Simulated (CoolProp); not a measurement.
Nitrous oxide along the isobar 4.76 MPa: density (kg/m³) from the reference equation and from simpler models built on Tc = 36.4 °C, pc = 7.245 MPa, ω = 0.161; each cubic takes its own stable root.

Computed with CoolProp (reference Helmholtz-energy equation of state, Lemmon 2006). It is a short technical equation, of lower accuracy than the large ones.

| T (°C) | phase | reference | van der Waals | Redlich-Kwong | Soave-Redlich-Kwong | Peng-Robinson |
|---|---|---|---|---|---|---|
| 13.65 | liquid | 835.1 | 130.9 | 685.4 | 711.7 | 803.6 |
| 25.75 | gas | 126.8 | 116.8 | 123.9 | 124.9 | 129.4 |
| 37.85 | gas | 111.6 | 106.8 | 110.7 | 110.6 | 114.1 |
| 49.95 | gas | 101.3 | 98.95 | 101.2 | 100.7 | 103.6 |
| 62.05 | gas | 93.67 | 92.58 | 93.90 | 93.10 | 95.57 |
| 74.15 | gas | 87.53 | 87.22 | 87.94 | 87.00 | 89.15 |
| 86.15 | gas | 82.47 | 82.65 | 82.97 | 81.96 | 83.85 |
| 98.25 | gas | 78.12 | 78.61 | 78.66 | 77.61 | 79.31 |
| 110.35 | gas | 74.34 | 75.03 | 74.90 | 73.84 | 75.36 |
| 122.45 | gas | 71.00 | 71.83 | 71.57 | 70.51 | 71.89 |

At some of these states van der Waals gives the other phase, because its saturation line lies elsewhere.
